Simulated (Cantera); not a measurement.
Input: 1 mol TEOS, 0.45 mol N2O, equilibrated at 94.0 Pa.

Method: chemical equilibrium by Gibbs-energy minimisation in Cantera with the NASA 1993 tables (ideal gas, pure condensed phases). Candidate condensed phases: C, C6H6, C7H8, C8H18, H2O, Si, SiC, SiO2, Si2N2O, Si3N4; 151 gas species. The feed counts by its element totals alone. Equilibrium is a limit: real reactors are often held back by kinetics, nucleation or transport. All values below are at 600 K.

Base state: H2 0.725, H2O 0.129, CO2 0.0468, CH4 0.0467, N2 0.0427, CO 0.00930 (mole fractions); condensed: C(graphite) + SiO2(α-quartz).

Task: What changes in the equilibrium state with this change: pressure from 94.0 Pa to 0.133 bar?

Result: 
```
species               before     after
-------------------  -------  --------
CH4                   0.0467     0.443
H2O                    0.129     0.284
H2                     0.725     0.188
CO2                   0.0468    0.0239
N2                    0.0427    0.0610
NH3                  4.99e-6  0.000111
CO                   0.00930  0.000557
C(graphite), mol        6.92      4.56
SiO2(α-quartz), mol     1.00      1.00
```
